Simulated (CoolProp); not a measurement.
Vapour-liquid equilibrium of propylene (1) + dimethyl ether (2) at 0.163 bar; x and y are mole fractions of (1).

Computed with CoolProp (multi-fluid Helmholtz-energy mixture model, Lemmon 2013 and Wu 2011; pair parameters Bell 2016).

```json
[
 {"x": "0.05", "bubble temperature (°C)": "-62.6", "y at the bubble point": "0.196", "dew temperature at overall composition x (°C)": "-60.6", "liquid density (mol/L)": "16.93"},
 {"x": "0.15", "bubble temperature (°C)": "-66.9", "y at the bubble point": "0.452", "dew temperature at overall composition x (°C)": "-62.0", "liquid density (mol/L)": "16.81"},
 {"x": "0.25", "bubble temperature (°C)": "-70.1", "y at the bubble point": "0.605", "dew temperature at overall composition x (°C)": "-63.4", "liquid density (mol/L)": "16.68"},
 {"x": "0.35", "bubble temperature (°C)": "-72.5", "y at the bubble point": "0.705", "dew temperature at overall composition x (°C)": "-65.1", "liquid density (mol/L)": "16.52"},
 {"x": "0.45", "bubble temperature (°C)": "-74.4", "y at the bubble point": "0.776", "dew temperature at overall composition x (°C)": "-66.9", "liquid density (mol/L)": "16.36"},
 {"x": "0.55", "bubble temperature (°C)": "-76.0", "y at the bubble point": "0.830", "dew temperature at overall composition x (°C)": "-68.9", "liquid density (mol/L)": "16.19"},
 {"x": "0.65", "bubble temperature (°C)": "-77.3", "y at the bubble point": "0.874", "dew temperature at overall composition x (°C)": "-71.1", "liquid density (mol/L)": "16.02"},
 {"x": "0.75", "bubble temperature (°C)": "-78.5", "y at the bubble point": "0.912", "dew temperature at overall composition x (°C)": "-73.7", "liquid density (mol/L)": "15.85"},
 {"x": "0.85", "bubble temperature (°C)": "-79.6", "y at the bubble point": "0.947", "dew temperature at overall composition x (°C)": "-76.6", "liquid density (mol/L)": "15.69"},
 {"x": "0.95", "bubble temperature (°C)": "-80.6", "y at the bubble point": "0.982", "dew temperature at overall composition x (°C)": "-79.6", "liquid density (mol/L)": "15.52"}
]
```

No azeotrope shows between x = 0.05 and 0.95.

The pair parameters rest on a limited set of measurements; away from them the model extrapolates.
